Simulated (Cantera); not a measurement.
An adiabatic, constant-volume homogeneous reactor starts with CH3OH : O2 : N2 : H2O = 1 : 0.789 : 7.26 : 1.2 (molar parts), at 1025 K and 1.00 bar. Integrator tolerance rtol = 1e-08.

Computed with Cantera and GRI-Mech 3.0 (53 species, 325 reactions). GRI-Mech 3.0 was tuned for natural gas; its chemistry of methanol as a main component is partial and can be far from experiment.

Question: What does this change do: initial temperature 1025 to 1200 K?

Answer: 
| quantity | before | after |
|---|---|---|
| time of steepest temperature rise | 0.245 s | 7.87 ms |
| temperature at 0.500 s | 1940 K | 2094 K |
| equilibrium temperature | 1940 K | 2094 K |
| x(CH3OH) at 0.500 s | <1e-12 (gas-phase equilibrium <1e-12) | <1e-12 (gas-phase equilibrium <1e-12) |
| x(O2) at 0.500 s | 1.32e-7 (gas-phase equilibrium 1.32e-7) | 1.50e-6 (gas-phase equilibrium 1.50e-6) |
| x(H2O) at 0.500 s | 0.207 (gas-phase equilibrium 0.207) | 0.209 (gas-phase equilibrium 0.209) |
| x(HCN) at 0.500 s | 1.10e-8 (gas-phase equilibrium 1.82e-8) | 1.38e-8 (gas-phase equilibrium 1.61e-8) |
| x(C2H) at 0.500 s | <1e-12 (gas-phase equilibrium <1e-12) | <1e-12 (gas-phase equilibrium <1e-12) |
| x(CH3) at 0.500 s | 1.45e-12 (gas-phase equilibrium 1.68e-12) | 1.25e-12 (gas-phase equilibrium 1.44e-12) |

Question: What does this change do: pressure from 1.00 bar to 10.0 bar?

Answer: 
```csv
quantity,before,after
time of steepest temperature rise,0.245 s,44.3 ms
temperature at 0.500 s,1940 K,1942 K
equilibrium temperature,1940 K,1942 K
x(CH3OH) at 0.500 s,<1e-12 (gas-phase equilibrium <1e-12),7.58e-12 (gas-phase equilibrium 7.72e-12)
x(O2) at 0.500 s,1.32e-7 (gas-phase equilibrium 1.32e-7),1.35e-8 (gas-phase equilibrium 1.35e-8)
x(H2O) at 0.500 s,0.207 (gas-phase equilibrium 0.207),0.208 (gas-phase equilibrium 0.208)
x(HCN) at 0.500 s,1.10e-8 (gas-phase equilibrium 1.82e-8),5.72e-8 (gas-phase equilibrium 1.82e-7)
x(C2H) at 0.500 s,<1e-12 (gas-phase equilibrium <1e-12),<1e-12 (gas-phase equilibrium <1e-12)
x(CH3) at 0.500 s,1.45e-12 (gas-phase equilibrium 1.68e-12),4.89e-11 (gas-phase equilibrium 5.32e-11)
```
